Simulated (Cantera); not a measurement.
Feed: 1 mol PbO, 0.24 mol CO, 76 mol H2, equilibrated at 0.100 bar.

These are equilibrium values from Cantera (NASA tables, ideal gas, pure condensed phases), not measurements of a reactor. Candidate condensed phases: C, C6H6, C7H8, C8H18, H2O, Pb, PbO, PbO2, Pb3O4; 113 gas species. The numbers say what is thermodynamically allowed, not how fast it happens.

### Question
Which condensed phases are stable at each of these points (T (K)): 700, 850, 1000, 1150, 1300, 1450, 1600?

### Answer
```
T (K)  condensed phases  Pb condensed (%)
-----  ----------------  ----------------
700               Pb(l)             100.0
850               Pb(l)             100.0
1000              Pb(l)              98.8
1150              Pb(l)              77.8
1300           gas only               0.0
1450           gas only               0.0
1600           gas only               0.0
```

From 700 K to 1150 K the condensed part is Pb(l). From 1300 K to 1600 K nothing is condensed.
